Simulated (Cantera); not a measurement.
Charge: 1 mol BaF2, 10 mol H2, 2.1 mol N2, at 1300 K and 0.133 bar.

Method: chemical equilibrium by Gibbs-energy minimisation in Cantera with the NASA 1993 tables (ideal gas, pure condensed phases). Candidate condensed phases: Ba, BaF2; 24 gas species. The numbers say what is thermodynamically allowed, not how fast it happens.

What is the equilibrium state?


```json
{
  "x(H2)": "0.826",
  "x(N2)": "0.174",
  "x(NH3)": "5.18e-6",
  "x(HF)": "3.31e-6",
  "x(BaF)": "3.17e-6",
  "x(H)": "2.75e-6",
  "x(BaF2)": "2.68e-6",
  "n(BaF2(s))": "1.000 mol",
  "gas_amount": "12.10 mol",
  "log10 activity of Ba(l) (absent)": "-5.95"
}
```
